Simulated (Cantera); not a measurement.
An adiabatic, constant-volume homogeneous reactor starts with 9.13 % CH4, 0.383 % C2H6, 15.1 % O2, 75.4 % N2, at 1375 K and 760 Torr.

Computed with Cantera and GRI-Mech 3.0 (53 species, 325 reactions).

x: mole fraction; the columns are a selection and need not sum to one.

```
t (s)     T (K)  P (bar)   x CH4   x C2H6     x O2    x HO2    x HCN  x C2H4
--------  -----  -------  ------  -------  -------  -------  -------  ------
9.00e-6    1375     1.01  0.0913  0.00383    0.151  1.22e-7   <1e-12     ___
2.37e-5    1375     1.01  0.0913  0.00383    0.151  4.14e-7   <1e-12     ___
6.24e-5    1375     1.01  0.0913  0.00382    0.151  1.61e-6   <1e-12     ___
0.000164   1375     1.01  0.0913  0.00379    0.151  4.98e-6   <1e-12     ___
0.000433   1376     1.01  0.0910  0.00373    0.150  8.53e-6   <1e-12     ___
0.00114    1384     1.02  0.0894  0.00359    0.149  1.87e-5   <1e-12     ___
0.00300    2792     2.19  <1e-12   <1e-12  0.00301  1.66e-6  6.89e-9  <1e-12
0.00790    2784     2.19  <1e-12   <1e-12  0.00273  1.51e-6  1.16e-8  <1e-12
0.0208     2784     2.19  <1e-12   <1e-12  0.00273  1.51e-6  1.16e-8  <1e-12
0.0548     2784     2.19  <1e-12   <1e-12  0.00273  1.51e-6  1.16e-8  <1e-12
0.144      2784     2.19  <1e-12   <1e-12  0.00273  1.51e-6  1.16e-8  <1e-12
0.380      2784     2.19  <1e-12   <1e-12  0.00273  1.51e-6  1.16e-8  <1e-12
1.00       2784     2.19  <1e-12   <1e-12  0.00273  1.51e-6  1.16e-8  <1e-12
```

**Question.** Fill in the missing entries.

**Answer.** 
- 9.00e-6, x C2H4: 3.82e-8
- 2.37e-5, x C2H4: 3.01e-7
- 6.24e-5, x C2H4: 2.32e-6
- 0.000164, x C2H4: 1.86e-5
- 0.000433, x C2H4: 0.000120
- 0.00114, x C2H4: 0.000557
